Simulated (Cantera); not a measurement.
## Low-pressure radical oxidation in H2/O2

An isothermal, constant-pressure homogeneous reactor starts with 10.7 % H2, 89.1 % O2, 0.196 % N2, equivalence ratio 0.060, at 900 K and 690 Pa.

Detailed kinetics in Cantera: GRI-Mech 3.0 (53 species, 325 reactions). Radical loss at walls, strong at low pressure, is not modelled. Below about 950 K walls govern HO2 and H2O2 in real vessels. The temperature is held fixed by assumption; the heat of reaction is taken as removed at once.

| t (s) | x H2 | x O2 | x H2O | x OH | x HO2 | x H |
|---|---|---|---|---|---|---|
| 9.00e-6 | 0.107 | 0.891 | <1e-12 | <1e-12 | <1e-12 | <1e-12 |
| 4.93e-5 | 0.107 | 0.891 | <1e-12 | <1e-12 | 1.13e-12 | 1.09e-12 |
| 0.000270 | 0.107 | 0.891 | <1e-12 | <1e-12 | 6.19e-12 | 5.65e-12 |
| 0.00148 | 0.107 | 0.891 | 5.64e-11 | 1.22e-11 | 3.49e-11 | 5.52e-11 |
| 0.00811 | 0.107 | 0.891 | 3.72e-7 | 5.05e-8 | 6.62e-9 | 2.13e-7 |
| 0.0444 | 0.00244 | 0.872 | 0.104 | 0.00141 | 7.93e-6 | 0.00878 |
| 0.243 | 6.26e-5 | 0.885 | 0.113 | 0.000126 | 2.04e-6 | 1.78e-5 |
| 1.33 | 2.06e-6 | 0.885 | 0.113 | 2.39e-5 | 1.82e-7 | 1.20e-7 |
| 7.30 | 6.94e-8 | 0.885 | 0.113 | 6.57e-6 | 1.67e-8 | 2.41e-9 |
| 40.0 | 5.67e-9 | 0.885 | 0.113 | 2.29e-6 | 2.21e-9 | 1.03e-10 |
x: mole fraction; the columns are a selection and need not sum to one.

Equilibrium at this temperature and pressure: H2 4.65e-12, O2 0.885, H2O 0.113, OH 6.95e-8, HO2 1.42e-10, H <1e-12 (gas phase only).
